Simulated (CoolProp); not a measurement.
Properties of normal hydrogen at several states.

Values from CoolProp's reference Helmholtz-energy equation of state, Leachman 2009.

| T (°C) | p (kPa) | phase | cv (kJ/(kg K)) | Prandtl number |
|---|---|---|---|---|
| 541.25 | 425 | gas | (withheld) | (withheld) |
| 82.65 | 7020 | supercritical | 10.36 | 0.673 |
| -149.25 | 109 | gas | (withheld) | 0.684 |
| 161.65 | 105 | gas | 10.37 | 0.683 |
| 98.35 | 87.5 | gas | 10.33 | 0.684 |
| 525.75 | 1380 | supercritical | 10.59 | (withheld) |

**Question.** Complete the blanks.

**Answer.** 
- 541.25, cv (kJ/(kg K)): 10.60
- 541.25, Prandtl number: 0.678
- -149.25, cv (kJ/(kg K)): 7.775
- 525.75, Prandtl number: 0.677

Viscosity comes from a separate model (Muzny 2013). Thermal conductivity comes from a separate model (Assael 2011).
